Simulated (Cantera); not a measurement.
Input: 1 mol Si3N4, 0.0011 mol O2, 1.9 mol N2.

Method: chemical equilibrium by Gibbs-energy minimisation in Cantera with the NASA 1993 tables (ideal gas, pure condensed phases). Candidate condensed phases: Si, SiO2, Si2N2O, Si3N4; 16 gas species. Mutual solubility and eutectic melting of coexisting phases are not modelled. Rates play no part.

Q: What condenses at these points (T in K, P in Pa): (1948, 1000); (1648, 1); (2048, 100000); (2048, 10); (1648, 1000000); (1748, 1); (1848, 10000)?

A: 
| T (K) | P in Pa | condensed phases | Si condensed (%) |
|---|---|---|---|
| 1948 | 1000 | Si | 99.6 |
| 1648 | 1 | Si | 96.4 |
| 2048 | 100000 | Si3N4 | 99.9 |
| 2048 | 10 | gas only | 0.0 |
| 1648 | 1000000 | Si2N2O + Si3N4 | 100.0 |
| 1748 | 1 | Si | 77.3 |
| 1848 | 10000 | Si3N4 | 99.9 |
